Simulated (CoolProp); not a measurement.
Ethylbenzene along the isobar 0.771 MPa: density (kg/m³) from the reference equation and from simpler models built on Tc = 344.0 °C, pc = 3.622 MPa, ω = 0.304; each cubic takes its own stable root.

Model: reference Helmholtz-energy equation of state, Zhou 2012, in CoolProp.

```json
[
 {"T (°C)": "115.25", "phase": "liquid", "reference": "781.6"},
 {"T (°C)": "148.35", "phase": "liquid", "reference": "749.2"},
 {"T (°C)": "181.45", "phase": "liquid", "reference": "714.2"},
 {"T (°C)": "214.55", "phase": "liquid", "reference": "675.4"},
 {"T (°C)": "247.55", "phase": "gas", "reference": "22.39"},
 {"T (°C)": "280.65", "phase": "gas", "reference": "20.21"},
 {"T (°C)": "313.75", "phase": "gas", "reference": "18.56"},
 {"T (°C)": "346.85", "phase": "gas", "reference": "17.23"}
]
```

Task: How far does each simpler model (van der Waals, Redlich-Kwong, Peng-Robinson) lie from the reference over these 8 states: mean and median of the absolute difference, and the worst?

Result: 
- van der Waals: mean 36.2 %, median 23.8 %, worst -96.6 % at 214.55 °C and 0.771 MPa
- Redlich-Kwong: mean 18.6 %, median 8.9 %, worst -96.4 % at 214.55 °C and 0.771 MPa
- Peng-Robinson: mean 0.4 %, median 0.4 %, worst -1.3 % at 214.55 °C and 0.771 MPa

At some of these states van der Waals, Redlich-Kwong gives the other phase, because its saturation line lies elsewhere.
